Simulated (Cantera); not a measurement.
A closed system holds: 1 mol B2H6, 0.12 mol O2, 0.68 mol H2, at 6.30 mbar.

Equilibrium computed with Cantera from the NASA thermochemical tables; the gas is ideal and each condensed phase is pure. Candidate condensed phases: B, B2O3, B3O3H3, H2O; 23 gas species. The feed counts by its element totals alone. Mutual solubility and eutectic melting of coexisting phases are not modelled. The numbers say what is thermodynamically allowed, not how fast it happens.

Over these rows the condensed part is B(s) + B2O3(l). Partial pressures as log10 of bar:

| T (K) | 1000/T (1/K) | log p HBO2 | log p H2 |
|---|---|---|---|
| 950 | 1.0526 | -10.23 | -2.20 |
| 1050 | 0.9524 | -8.88 | -2.20 |
| 1150 | 0.8696 | ? | -2.20 |
| 1250 | 0.8000 | -6.87 | -2.20 |
| 1350 | 0.7407 | -6.10 | -2.20 |
| 1450 | 0.6897 | -5.45 | -2.22 |

Question: Fit log p(HBO2) = a + b·(1000/T) to the five rows, give the apparent enthalpy, and predict the row at 1150 K.

Answer: Means: 1000/T = 0.8471, log p = -7.506. Sxy = -1.207633, Sxx = 0.0916325, so b = -13.18 and a = -7.506 − (-13.18)×0.8471 = 3.66.
Apparent enthalpy: −19.145 × (-13.18) = 252 kJ/mol. With the condensed phases at unit activity, 2/3 B2O3(l) + 1/2 H2(g) = HBO2(g) + 1/3 B(s) links this pressure to the main gases: over the six rows their terms move log p by -0.01 in all, so the slope is close to that reaction's ΔH°. The five rows lie within 0.02 of the line.
Prediction at 1150 K: 3.66 + (-13.18)×0.8696 = -7.80. The computed value is -7.79, 0.01 from the line.
